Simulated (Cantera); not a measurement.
Feed: 1 mol SiC, 0.14 mol N₂O, 18 mol H₂, 0.038 mol CO₂, at 2.30 mbar.

Method: chemical equilibrium by Gibbs-energy minimisation in Cantera with the NASA 1993 tables (ideal gas, pure condensed phases). Candidate condensed phases: C, C₆H₆, C₇H₈, C₈H₁₈, H₂O, Si, SiC, SiO₂, Si₂N₂O, Si₃N₄; 151 gas species. Mutual solubility and eutectic melting of coexisting phases are not modelled. Rates play no part. All values below are at 1050 K.

Base state: H₂ 1.000, CO 0.000309, CH₄ 0.000132 (mole fractions); condensed: C(graphite) + SiC(s) + SiO₂(β-quartz) + Si₂N₂O(s).

### Question
What changes in the equilibrium state with this change: SiC replaced by Si?

### Answer
| species | before | after |
|---|---|---|
| H₂ | 1.000 | 1.000 |
| CH₄ | 0.000132 | 7.80e-8 |
| CO | 0.000309 | 4.46e-9 |
| C(graphite), mol | 0.345 | 0 |
| SiC(s), mol | 0.685 | 0.0380 |
| SiO₂(β-quartz), mol | 0.0352 | 0.0380 |
| Si₂N₂O(s), mol | 0.140 | 0.140 |
| Si(s), mol | 0 | 0.644 |
